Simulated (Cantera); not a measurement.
**Si + NF3 + N2 (silicon etching in halogen gases)**

Charge: 1 mol Si, 0.69 mol NF3, 67 mol N2, held at 1075 °C and 1.00 bar.

Equilibrium computed with Cantera from the NASA thermochemical tables; the gas is ideal and each condensed phase is pure. Candidate condensed phases: Si, Si3N4; 16 gas species. The tables' values for SiF3 are old estimates; treat these amounts as uncertain. Rates play no part.

The x(N2) comes out as 0.992, the x(SiF4) is 0.00760 and the x(SiF3) is 8.15e-5. The n(Si3N4(s)) is 0.160 mol and the gas amount is 67.54 mol. The log10 activity of Si(s) (absent) comes out as -3.85.
